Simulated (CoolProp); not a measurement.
Computed with CoolProp (reference Helmholtz-energy equation of state, Lemmon 2016).

Q: For R115, give the phase and the density (kg/m³), speed of sound (m/s), Joule-Thomson coefficient (K/MPa) at 380.1 K and 26.5 MPa.

A: 
- 380.1 K and 26.5 MPa: supercritical; density 1220, speed of sound 415, Joule-Thomson coefficient -0.0971
